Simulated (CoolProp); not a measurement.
The numbers come from the reference Helmholtz-energy equation of state, Bücker 2006 in CoolProp.

**Question.** Give the vapour pressure (kPa), vapour density (kg/m³), liquid cp (kJ/(kg K)), vapour viscosity (µPa s) of saturated ethane at 271.5 K.

**Answer.** 
| T (K) | p (kPa) | vapour density (kg/m³) | liquid cp (kJ/(kg K)) | vapour viscosity (µPa s) |
|---|---|---|---|---|
| 271.5 | 2290 | 43.9 | 3.55 | 9.64 |

Viscosity comes from a separate model (Friend 1991).
